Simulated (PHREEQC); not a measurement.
Synthetic water in mmol/kgw, 25 °C, pH 3.84:

```csv
constituent,mmol/kgw
Na,70
K,1.31
Ca,2.68
Mg,23.2
Cl,28.2
S(6),50.6
```

Valence states are taken as typed.

All values are PHREEQC results (Pitzer model, pitzer.dat), not measurements.

Problem. The ionic strength comes out as 0.203 mol/kgw. What activity coefficients do Cl-, SO4-2, K+, Na+, Mg+2 get?

Solution. Cl- 0.72, SO4-2 0.22, K+ 0.72, Na+ 0.73, Mg+2 0.24. Single-ion values are on the MacInnes scale.

This is a speciation only: nothing precipitates in the calculation. Species that the database lacks are ignored.
